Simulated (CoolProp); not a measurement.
Vapour pressure (MPa) of R113: the reference equation beside estimates from Tc = 487.2 K, pc = 3.392 MPa, ω = 0.253.

Computed with CoolProp (reference Helmholtz-energy equation of state, Marx 1992).

```json
[
 {"T (K)": "293.3", "reference": "0.03690", "van der Waals": "0.3004", "Soave-Redlich-Kwong": "0.03667"},
 {"T (K)": "306.1", "reference": "0.06071", "van der Waals": "0.3825", "Soave-Redlich-Kwong": "0.06037"},
 {"T (K)": "318.9", "reference": "0.09531", "van der Waals": "0.4784", "Soave-Redlich-Kwong": "0.09491"},
 {"T (K)": "331.8", "reference": "0.1441", "van der Waals": "0.5902", "Soave-Redlich-Kwong": "0.1438"},
 {"T (K)": "344.6", "reference": "0.2098", "van der Waals": "0.7168", "Soave-Redlich-Kwong": "0.2098"},
 {"T (K)": "357.4", "reference": "0.2962", "van der Waals": "0.8599", "Soave-Redlich-Kwong": "0.2969"},
 {"T (K)": "370.2", "reference": "0.4072", "van der Waals": "1.020", "Soave-Redlich-Kwong": "0.4092"},
 {"T (K)": "383", "reference": "0.5468", "van der Waals": "1.199", "Soave-Redlich-Kwong": "0.5509"},
 {"T (K)": "395.8", "reference": "0.7194", "van der Waals": "1.396", "Soave-Redlich-Kwong": "0.7263"},
 {"T (K)": "408.6", "reference": "0.9295", "van der Waals": "1.612", "Soave-Redlich-Kwong": "0.9403"},
 {"T (K)": "421.4", "reference": "1.182", "van der Waals": "1.848", "Soave-Redlich-Kwong": "1.197"}
]
```

Absolute difference from the reference over all 11 rows, mean and median: van der Waals 261.9 and 190.3 %, Soave-Redlich-Kwong 0.6 and 0.6 %.
